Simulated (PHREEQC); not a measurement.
**Silver or lead bath**

Make-up at 20 °C: 0.06 mmol/kgw PbCl2 and 23 mmol/kgw NaNO3. Closed to the air; pH follows from the charge balance.

Model: ion-association model, wateq4f.dat, run in PHREEQC.

Precipitation was switched off in this run.

Question: Predict the pH.

Answer: pH 6.12.

Question: In which forms is Pb present?

Answer: Pb+2 83 %, PbNO3+ 16 %, PbOH+ 1.4 % of the Pb.
